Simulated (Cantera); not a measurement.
Charge: 1 mol S, 0.73 mol SO₂, 1.3 mol H₂, equilibrated at 1.33 mbar.

These are equilibrium values from Cantera (NASA tables, ideal gas, pure condensed phases), not measurements of a reactor. Candidate condensed phases: H₂O, H₂SO₄, S; 19 gas species. Gases not in the tables: S₃ to S₇. Kinetics and transport are ignored. All values below are at 823 K.

Base state: H₂O 0.501, S₂ 0.307, H₂S 0.0992, SO₂ 0.0878, H₂ 0.00356, S₂O 0.00150 (mole fractions); condensed: gas only.

Question: What changes in the equilibrium state with this change: 0.0077 mol CH₄ added?

Answer: 
```json
[
 {"species": "H₂O", "before": "0.501", "after": "0.501"},
 {"species": "S₂", "before": "0.307", "after": "0.306"},
 {"species": "H₂S", "before": "0.0992", "after": "0.102"},
 {"species": "SO₂", "before": "0.0878", "after": "0.0821"},
 {"species": "CO₂", "before": "0", "after": "0.00354"},
 {"species": "S₂O", "before": "0.00150", "after": "0.00145"},
 {"species": "H₂", "before": "0.00356", "after": "0.00368"}
]
```
Further candidate phases: C, C₆H₆, C₇H₈, C₈H₁₈.

Question: What changes in the equilibrium state with this change: pressure from 1.33 mbar to 1.00 bar?

Answer: 
| species | before | after |
|---|---|---|
| H₂O | 0.501 | 0.448 |
| H₂S | 0.0992 | 0.217 |
| S₂ | 0.307 | 0.157 |
| SO₂ | 0.0878 | 0.147 |
| S₈ | <1e-9 | 0.0245 |
| H₂ | 0.00356 | 0.000398 |
| S₂O | 0.00150 | 0.00616 |
